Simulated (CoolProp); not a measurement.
Properties of n-nonane along the isobar 17.6 bar (Tc = 321.4 °C, pc = 22.82 bar, ω = 0.443).

Model: reference Helmholtz-energy equation of state, Lemmon 2006, in CoolProp. It is a short technical equation, of lower accuracy than the large ones.

```json
[
 {"T (°C)": "101.45", "phase": "liquid", "isothermal compressibility (1/MPa)": "0.002095", "expansivity (1/kK)": "___", "fugacity coefficient": "0.01379"},
 {"T (°C)": "120.25", "phase": "liquid", "isothermal compressibility (1/MPa)": "0.002463", "expansivity (1/kK)": "1.325", "fugacity coefficient": "0.02562"},
 {"T (°C)": "139.05", "phase": "liquid", "isothermal compressibility (1/MPa)": "0.002929", "expansivity (1/kK)": "___", "fugacity coefficient": "___"},
 {"T (°C)": "157.85", "phase": "liquid", "isothermal compressibility (1/MPa)": "0.003531", "expansivity (1/kK)": "1.505", "fugacity coefficient": "0.07152"},
 {"T (°C)": "176.65", "phase": "liquid", "isothermal compressibility (1/MPa)": "0.004332", "expansivity (1/kK)": "1.631", "fugacity coefficient": "0.1096"},
 {"T (°C)": "195.35", "phase": "liquid", "isothermal compressibility (1/MPa)": "0.005430", "expansivity (1/kK)": "1.792", "fugacity coefficient": "___"},
 {"T (°C)": "214.15", "phase": "liquid", "isothermal compressibility (1/MPa)": "0.007027", "expansivity (1/kK)": "2.009", "fugacity coefficient": "___"},
 {"T (°C)": "232.95", "phase": "liquid", "isothermal compressibility (1/MPa)": "0.009498", "expansivity (1/kK)": "2.316", "fugacity coefficient": "0.3014"},
 {"T (°C)": "251.75", "phase": "liquid", "isothermal compressibility (1/MPa)": "0.01372", "expansivity (1/kK)": "2.787", "fugacity coefficient": "___"},
 {"T (°C)": "270.55", "phase": "liquid", "isothermal compressibility (1/MPa)": "___", "expansivity (1/kK)": "3.620", "fugacity coefficient": "___"},
 {"T (°C)": "289.25", "phase": "liquid", "isothermal compressibility (1/MPa)": "0.04610", "expansivity (1/kK)": "5.592", "fugacity coefficient": "0.6101"},
 {"T (°C)": "308.05", "phase": "gas", "isothermal compressibility (1/MPa)": "1.488", "expansivity (1/kK)": "14.81", "fugacity coefficient": "0.7072"},
 {"T (°C)": "326.85", "phase": "gas", "isothermal compressibility (1/MPa)": "1.014", "expansivity (1/kK)": "7.564", "fugacity coefficient": "0.7442"}
]
```

**Question.** Fill in the missing entries.

**Answer.** 
- 101.45, expansivity (1/kK): 1.259
- 139.05, expansivity (1/kK): 1.406
- 139.05, fugacity coefficient: 0.04419
- 195.35, fugacity coefficient: 0.1596
- 214.15, fugacity coefficient: 0.2235
- 251.75, fugacity coefficient: 0.3930
- 270.55, isothermal compressibility (1/MPa): 0.02222
- 270.55, fugacity coefficient: 0.4970
